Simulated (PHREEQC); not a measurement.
Synthetic water in mg/L, 20 °C, pH 6.32, pe 11.7:

| constituent | mg/L |
|---|---|
| Na | 68.6 |
| K | 46.4 |
| Ca | 45.6 |
| Mg | 3.68 |
| Cl | 80 |
| S(6) as SO4 | 141 |
| Alkalinity as HCO3 | 90.2 |
| Sr | 0.131 |

Valence states are taken as typed.

Model: ion-association model, wateq4f.dat, run in PHREEQC.

**Question.** The ionic strength comes out as 0.00887 mol/kgw. What activity coefficients do K+, SO4-2, HCO3-, NaSO4-, CaHCO3+ get?

**Answer.** K+ 0.91, SO4-2 0.68, HCO3- 0.91, NaSO4- 0.91, CaHCO3+ 0.91.

This is a speciation only: nothing precipitates in the calculation.
